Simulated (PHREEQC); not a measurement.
A solution holds 0.004 mol/kgw NaHCO3, 3.1e-05 mol/kgw Na2SO4 and 0.076 mol/kgw LiCl, at 25 °C. Closed to the air; pH follows from the charge balance.

Computed with PHREEQC (ion-association model, phreeqc.dat).

No solid was allowed to form.

Problem. Predict the pH, specific conductance.

Solution. pH 8.13; specific conductance 7720 µS/cm.

Problem. In which forms is C present?

Solution. HCO3- 97 %, CO2 1.3 %, CO3-2 1.2 % of the C.
